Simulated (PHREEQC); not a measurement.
**Sulfide liquor**

Solution (25 °C): 0.00018 mol/kgw H2S, 9.6e-05 mol/kgw NaCl and 0.0051 mol/kgw FeCl2. Closed to the air; pH follows from the charge balance.

The numbers come from PHREEQC with the ion-association model, phreeqc.dat.

* **pH**: 4.89
* **ionic strength**: 0.0153 mol/kgw
* **specific conductance**: 1190 µS/cm

```json
[
 {"species": "Cl-", "molality": "0.0103", "activity": "0.00904", "log γ": "-0.055"},
 {"species": "Fe+2", "molality": "0.00505", "activity": "0.00316", "log γ": "-0.203"},
 {"species": "H2S", "molality": "0.000166", "activity": "0.000166", "log γ": "0.002"},
 {"species": "Na+", "molality": "9.60e-5", "activity": "8.50e-5", "log γ": "-0.053"},
 {"species": "FeCl+", "molality": "4.47e-5", "activity": "3.95e-5", "log γ": "-0.054"},
 {"species": "H+", "molality": "1.42e-5", "activity": "1.28e-5", "log γ": "-0.046"},
 {"species": "Fe(HS)2", "molality": "6.22e-6", "activity": "6.25e-6", "log γ": "0.002"},
 {"species": "HS-", "molality": "1.69e-6", "activity": "1.49e-6", "log γ": "-0.055"},
 {"species": "FeOH+", "molality": "8.82e-8", "activity": "7.82e-8", "log γ": "-0.052"},
 {"species": "Fe(HS)3-", "molality": "1.15e-9", "activity": "1.01e-9", "log γ": "-0.054"}
]
```

No solid was allowed to form. The solution is supersaturated, for example in Mackinawite, FeS(ppt), so a real one may precipitate; this is no full list.
